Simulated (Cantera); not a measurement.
Input (Python, Cantera) and output of one run.

```python
import numpy as np
import cantera as ct

gas_names = [...]  # 76 gases of nasa_gas.yaml made of C, H
cond_names = """
    C(gr) C6H6(L) C7H8(L) C8H18(L),n-octa
""".split()


# ... load() reads the species with a 1 bar reference pressure and builds the phases ...
atoms = {
    'C2H6': {'C': 2, 'H': 6},
    'H2': {'H': 2},
}
top_T = {'C(gr)': 4500}  # K; cautious upper limits of use, not melting points


# ... equilibrate(T, P, feed) seeds the gas with the atoms and calls Mixture.equilibrate('TP', solver="vcs", rtol=1e-11, max_steps=5000) ...
results = []
feed = {'C2H6': 1, 'H2': 8.3}  # mol
T = 1050  # K
P = 25  # Pa
mix = equilibrate(T, P, feed)
results.append((T, P, feed, dict(zip(mix.species_names, mix.species_moles))))
print(gas.report(threshold=1e-05))
for i in range(1, mix.n_phases):
    print(f"{mix.phase(i).name:16s} {mix.phase_moles(i):12.5e} mol")
```

Output:

```
       temperature   1050 K
          pressure   25 Pa
           density   5.7736e-06 kg/m^3
  mean mol. weight   2.0162 kg/kmol
   phase of matter   gas

                          1 kg             1 kmol
                     ---------------   ---------------
          enthalpy        1.1011e+07          2.22e+07  J
   internal energy        6.6808e+06         1.347e+07  J
           entropy        1.1739e+05        2.3668e+05  J/K
    Gibbs function       -1.1225e+08       -2.2631e+08  J
 heat capacity c_p             15079             30402  J/K
 heat capacity c_v             10955             22087  J/K

                      mass frac. Y      mole frac. X     chem. pot. / RT
                     ---------------   ---------------   ---------------
               CH4        0.00011389        1.4313e-05           -53.438
                H2           0.99989           0.99999           -25.922
     [  +74 minor]         3.134e-07        5.1741e-07

C(gr)             1.99984e+00 mol
```

These are equilibrium values from Cantera (NASA tables, ideal gas, pure condensed phases), not measurements of a reactor.
